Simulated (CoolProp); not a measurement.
A simple Rankine cycle with R113: condensing at 289.15 K, boiler at 2.24 MPa, turbine inlet 499 K, turbine efficiency 0.7, pump efficiency 0.6, no recuperator. Each further row changes one setting.

Model: reference Helmholtz-energy equation of state, Marx 1992, in CoolProp.

```json
[
 {"case": "as stated", "thermal efficiency (%)": "17.7", "net work (kJ/kg)": "50.9", "heat in (kJ/kg)": "287", "turbine exit temperature (K)": "406.3", "volume ratio over the turbine": "77.5"},
 {"case": "condensing temperature 281.15 K", "thermal efficiency (%)": "18.7", "net work (kJ/kg)": "54.9", "heat in (kJ/kg)": "294", "turbine exit temperature (K)": "400.8", "volume ratio over the turbine": "109"},
 {"case": "boiler pressure 1.57 MPa", "thermal efficiency (%)": "16.8", "net work (kJ/kg)": "49.3", "heat in (kJ/kg)": "294", "turbine exit temperature (K)": "418.4", "volume ratio over the turbine": "50.3"},
 {"case": "turbine efficiency 0.6", "thermal efficiency (%)": "15.1", "net work (kJ/kg)": "43.3", "heat in (kJ/kg)": "287", "turbine exit temperature (K)": "416.4", "volume ratio over the turbine": "79.4"}
]
```
